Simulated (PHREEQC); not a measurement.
A PHREEQC input (ion-association model, phreeqc.dat):

```
SOLUTION 1
  temp 15
  units mg/L
  pH 6.41
  pe 9.2
  Na 0.272
  K 1.76
  Ca 2,27
  Mg 0.0571
  Cl 0.0641
  S(6) 3.73 as SO4
  Alkalinity 5.77 as HCO3
  Li 0.00197
  Zn 0.149
  F 0.000965
END
USE solution 1
EQUILIBRIUM_PHASES 1
  Gypsum 0 0
  Fluorite 0 0
  CO2(g) -2 10
END
```

The run finishes without an error or a warning.

Its last state differs from that of the intended input:

```csv
quantity,as run,intended
ionic strength (mol/kgw),0.000264,0.000277
SI of Gypsum (CaSO4:2H2O),-4.20,-4.14
```

### Question
One thing in the input isn't as intended. What explains the difference?

### Answer
Several could match; the one computed here: The fault: a decimal comma in the Ca value. The line should read `Ca 2.27` where the input has `Ca 2,27`.
